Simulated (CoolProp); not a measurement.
Model: reference Helmholtz-energy equation of state, Schmidt 1985, in CoolProp.

**Question.** For oxygen, give the phase and the density (kg/m³), cp (kJ/(kg K)), fugacity coefficient at 124.5 K and 15.4 MPa; 139.1 K and 15.4 MPa.

**Answer.** 
- 124.5 K and 15.4 MPa: liquid; density 1010, cp 1.72, fugacity coefficient 0.111
- 139.1 K and 15.4 MPa: liquid; density 932, cp 1.80, fugacity coefficient 0.197
